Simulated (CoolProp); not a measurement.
A simple Rankine cycle with neopentane: condensing at 315.15 K, boiler at 1.04 MPa, turbine inlet 374.7 K, turbine efficiency 0.85, pump efficiency 0.8, no recuperator. Each further row changes one setting.

Model: reference Helmholtz-energy equation of state, Lemmon 2006, in CoolProp. It is a short technical equation, of lower accuracy than the large ones.

| case | thermal efficiency (%) | net work (kJ/kg) | heat in (kJ/kg) | turbine exit temperature (K) | volume ratio over the turbine |
|---|---|---|---|---|---|
| as stated | (withheld) | 37.6 | 381 | 343.7 | 3.97 |
| turbine inlet 394.7 K | 9.6 | (withheld) | 428 | 365.3 | 3.85 |
| condensing temperature 307.15 K | 11.2 | 44.7 | 400 | 339.0 | (withheld) |
| boiler pressure 0.728 MPa | 7.4 | 29.1 | (withheld) | 353.9 | (withheld) |
| turbine efficiency 0.75 | (withheld) | 33.0 | 381 | 346.1 | 4.00 |

**Question.** What belongs in the gaps?

**Answer.** 
- as stated, thermal efficiency (%): 9.9
- turbine inlet 394.7 K, net work (kJ/kg): 41.1
- condensing temperature 307.15 K, volume ratio over the turbine: 5.00
- boiler pressure 0.728 MPa, heat in (kJ/kg): 393
- boiler pressure 0.728 MPa, volume ratio over the turbine: 2.63
- turbine efficiency 0.75, thermal efficiency (%): 8.7
